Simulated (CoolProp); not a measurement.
Water along the isotherm 1000 K: density (kg/m³) from the reference equation and from simpler models built on Tc = 647.1 K, pc = 22.06 MPa, ω = 0.344; each cubic takes its own stable root.

The numbers come from the reference Helmholtz-energy equation of state, Wagner 2002 in CoolProp.

```tsv
p (MPa)	phase	reference	Redlich-Kwong	Soave-Redlich-Kwong
0.316	gas	0.6852	0.6856	0.6851
0.464	gas	1.007	1.007	1.006
0.681	gas	1.478	1.480	1.478
1	gas	2.172	2.175	2.171
1.47	gas	3.197	3.204	3.195
2.15	gas	4.684	4.699	4.679
3.16	gas	6.903	6.934	6.892
4.64	gas	10.17	10.24	10.15
6.81	gas	15.02	15.16	14.96
10	gas	22.24	22.55	22.10
14.7	gas	33.11	33.76	32.76
21.5	gas	49.32	50.69	48.43
31.6	supercritical	74.49	77.26	72.08
46.4	supercritical	113.6	118.6	107.0
68.1	supercritical	174.6	180.0	156.7
100	supercritical	265.4	258.7	222.3
```
